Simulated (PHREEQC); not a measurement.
Dissolve 0.3 mol/kgw HF, 6.7e-05 mol/kgw (CH3)4NF and 7.5e-05 mol/kgw (NH4)2SiF6 at 20 °C. Closed to the air; pH follows from the charge balance.

Equilibrium calculation in PHREEQC: ion-association model, phreeqc.dat.

Each row changes one thing in this solution. No solid was allowed to form.

| case | pH | ionic strength (mol/kgw) | F- (mol/kgw) | HF2- (mol/kgw) | SI of Quartz (SiO2) |
|---|---|---|---|---|---|
| as made | 1.70 | 0.0228 | 0.0114 | 0.0112 | -11.85 |
| temperature from 20 to 55 °C | 1.82 | 0.0174 | 0.00783 | 0.00937 | -9.60 |
| (NH4)2SiF6 from 7.5e-05 to 6.75e-05 mol/kgw | 1.70 | 0.0227 | 0.0114 | 0.0112 | -11.89 |
| temperature from 20 to 80 °C | 1.93 | 0.0136 | 0.00608 | 0.00728 | … |
| (CH3)4NF replaced by NH4BF4 at the same molality | 1.70 | 0.0228 | 0.0114 | 0.0112 | -11.85 |
| temperature from 20 to 5 °C | 1.67 | 0.0248 | 0.0135 | 0.0111 | -12.84 |
| temperature from 20 to 60 °C | 1.84 | 0.0166 | 0.00744 | 0.00898 | … |

Some entries are withheld; supply them.


- temperature from 20 to 80 °C, SI of Quartz (SiO2): -8.03
- temperature from 20 to 60 °C, SI of Quartz (SiO2): -9.28

(CH3)4N+ isn't in the database: it is added as a free cation with an ion size of 4 Å. Constants without temperature data keep their 25 °C values here. SiF6-2 is the database's only silicon fluoride.
